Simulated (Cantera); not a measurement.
# Premixed flame

A freely propagating, adiabatic, planar premixed flame of 11.5 % CH4, 1.50 % H2, 18.3 % O2, 68.7 % N2, unburnt at 350 K and 5.63 atm; multicomponent+Soret transport, grid criteria slope 0.08 and curve 0.16, no radiation.

Computed with Cantera and GRI-Mech 3.0 (53 species, 325 reactions). Burning velocities carry a grid error of a few per cent, more on coarse grids.

```json
[
 {"z (mm)": "-0.666", "T (K)": "350", "u (m/s)": "0.139", "x CH4": "0.115", "x H2": "0.0151", "x O2": "0.183", "x CO": "6.33e-6", "x CH2O": "7.51e-8", "x OH": "<1e-8"},
 {"z (mm)": "-0.444", "T (K)": "355", "u (m/s)": "0.141", "x CH4": "0.114", "x H2": "0.0155", "x O2": "0.183", "x CO": "8.81e-5", "x CH2O": "1.62e-6", "x OH": "<1e-8"},
 {"z (mm)": "-0.333", "T (K)": "380", "u (m/s)": "0.151", "x CH4": "0.112", "x H2": "0.0164", "x O2": "0.182", "x CO": "0.000613", "x CH2O": "1.67e-5", "x OH": "<1e-8"},
 {"z (mm)": "-0.222", "T (K)": "530", "u (m/s)": "0.211", "x CH4": "0.101", "x H2": "0.0195", "x O2": "0.172", "x CO": "0.00438", "x CH2O": "0.000176", "x OH": "<1e-8"},
 {"z (mm)": "-0.111", "T (K)": "1070", "u (m/s)": "0.434", "x CH4": "0.0662", "x H2": "0.0280", "x O2": "0.121", "x CO": "0.0227", "x CH2O": "0.00109", "x OH": "1.48e-6"},
 {"z (mm)": "-0.0555", "T (K)": "1492", "u (m/s)": "0.613", "x CH4": "0.0366", "x H2": "0.0337", "x O2": "0.0733", "x CO": "0.0408", "x CH2O": "0.00111", "x OH": "2.67e-5"},
 {"z (mm)": "0", "T (K)": "1872", "u (m/s)": "0.776", "x CH4": "0.0104", "x H2": "0.0380", "x O2": "0.0266", "x CO": "0.0576", "x CH2O": "0.000321", "x OH": "0.000264"},
 {"z (mm)": "0.0555", "T (K)": "2039", "u (m/s)": "0.847", "x CH4": "0.00212", "x H2": "0.0397", "x O2": "0.00615", "x CO": "0.0616", "x CH2O": "7.46e-5", "x OH": "0.000575"},
 {"z (mm)": "0.111", "T (K)": "2084", "u (m/s)": "0.865", "x CH4": "0.000687", "x H2": "0.0411", "x O2": "0.00145", "x CO": "0.0605", "x CH2O": "2.15e-5", "x OH": "0.000545"},
 {"z (mm)": "0.222", "T (K)": "2104", "u (m/s)": "0.872", "x CH4": "0.000212", "x H2": "0.0428", "x O2": "0.000140", "x CO": "0.0591", "x CH2O": "4.17e-6", "x OH": "0.000358"},
 {"z (mm)": "0.444", "T (K)": "2110", "u (m/s)": "0.875", "x CH4": "7.39e-5", "x H2": "0.0439", "x O2": "7.36e-6", "x CO": "0.0586", "x CH2O": "8.63e-7", "x OH": "0.000219"},
 {"z (mm)": "0.888", "T (K)": "2112", "u (m/s)": "0.875", "x CH4": "2.28e-5", "x H2": "0.0442", "x O2": "1.65e-6", "x CO": "0.0586", "x CH2O": "2.02e-7", "x OH": "0.000166"},
 {"z (mm)": "1.78", "T (K)": "2112", "u (m/s)": "0.875", "x CH4": "2.96e-6", "x H2": "0.0443", "x O2": "1.34e-6", "x CO": "0.0587", "x CH2O": "2.91e-8", "x OH": "0.000154"}
]
```
x: mole fraction of selected species; z is measured from the peak of heat release.

The laminar burning velocity is 13.9 cm/s, the thermal thickness comes out as 0.222 mm and the peak x(CO) is 0.0616. The peak x(CH2O) is 0.00127, the peak x(OH) is 0.000590 and the grid points is 140.
